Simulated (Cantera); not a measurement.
# Thermodynamics of hydrogen reduction and annealing atmospheres, feed V2O5 + H2

A closed system holds: 1 mol V2O5, a varied amount of H2, equilibrated at 1598.15 K and 9400 Pa.

Method: chemical equilibrium by Gibbs-energy minimisation in Cantera with the NASA 1993 tables (ideal gas, pure condensed phases). Candidate condensed phases: H2O, V, VO, V2O3, V2O4, V2O5; 12 gas species. Mutual solubility and eutectic melting of coexisting phases are not modelled. VO: taken at fixed stoichiometry. Condensed phases not in the tables: the oxides between V2O3 and V2O5 other than VO2. The numbers say what is thermodynamically allowed, not how fast it happens.

```
n(H2) (mol)    x H2O     x H2      x O2      x OH       x H  n V2O4(s)  n V2O3(s)  n VO(s)
-----------  -------  -------  --------  --------  --------  ---------  ---------  -------
0.86           0.924  7.14e-5    0.0751  0.000741   1.47e-6      1.000          0        0
2              0.994  0.00598   1.24e-5   8.71e-5   1.34e-5     0.0118      0.988        0
4.8            0.417    0.583  2.29e-10   3.69e-6  0.000133          0      1.000        0
11             0.182    0.818  2.21e-11   1.36e-6  0.000157          0      1.000        0
27            0.0741    0.926  2.87e-12   5.21e-7  0.000167          0      1.000        0
64            0.0312    0.969    <1e-12   2.15e-7  0.000171          0      1.000        0
150           0.0133    0.986    <1e-12   9.09e-8  0.000173          0      1.000        0
360          0.00605    0.994    <1e-12   4.11e-8  0.000173          0      0.821    0.358
```
x: gas mole fraction; n: condensed amount in mol.

At 0.86 mol H2 the condensed part is V2O4(s). At 2 mol H2 the condensed part is V2O3(s) + V2O4(s). From 4.8 mol H2 to 150 mol H2 the condensed part is V2O3(s). At 360 mol H2 the condensed part is VO(s) + V2O3(s). The main V-bearing gas is VO2 throughout.
